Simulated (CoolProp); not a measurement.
Saturation properties of R1123.

Values from CoolProp's reference Helmholtz-energy equation of state, Akasaka 2020.

```
T (°C)  p (MPa)  vapour density (kg/m³)  liquid cp (kJ/(kg K))
------  -------  ----------------------  ---------------------
-26.95   0.4493                   20.07                  1.364
-21.85   0.5393                   23.97                  1.382
-16.75   0.6421                   28.45                  1.402
-11.65   0.7590                   33.60                  1.424
-6.55    0.8911                   39.50                  1.450
-1.45     1.040                   46.25                  1.479
3.65      1.206                   53.99                  1.513
8.75      1.391                   62.85                  1.553
13.75     1.592                   72.84                  1.600
18.85     1.818                   84.59                  1.657
23.95     2.068                   98.25                  1.730
29.05     2.343                   114.3                  1.823
```

It boils at -61.2 °C under 1 atm.
